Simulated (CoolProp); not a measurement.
500 sccm (0 °C, 1 atm) of nitrogen bubbles through liquid p-xylene at 295.4 K and leaves saturated at a total pressure of 0.0259 MPa (ideal gas phase). Each further row changes one setting.

Model: reference Helmholtz-energy equation of state, Zhou 2012, in CoolProp.

| case | vapour pressure (kPa) | mole fraction of vapour | delivery (mg/min) | delivery (sccm) | change of delivery for a bath 1 K warmer (%) |
|---|---|---|---|---|---|
| as stated | 1.00 | (withheld) | (withheld) | 20.2 | (withheld) |
| bath temperature 300.4 K | (withheld) | (withheld) | 129 | 27.3 | (withheld) |
| total pressure 0.0518 MPa | 1.00 | 0.0194 | (withheld) | 9.88 | 6.2 |

Problem. Fill in the missing entries.

Solution. 
- as stated, mole fraction of vapour: 0.0388
- as stated, delivery (mg/min): 95.5
- as stated, change of delivery for a bath 1 K warmer (%): 6.3
- bath temperature 300.4 K, vapour pressure (kPa): 1.34
- bath temperature 300.4 K, mole fraction of vapour: 0.0517
- bath temperature 300.4 K, change of delivery for a bath 1 K warmer (%): 6.1
- total pressure 0.0518 MPa, delivery (mg/min): 46.8
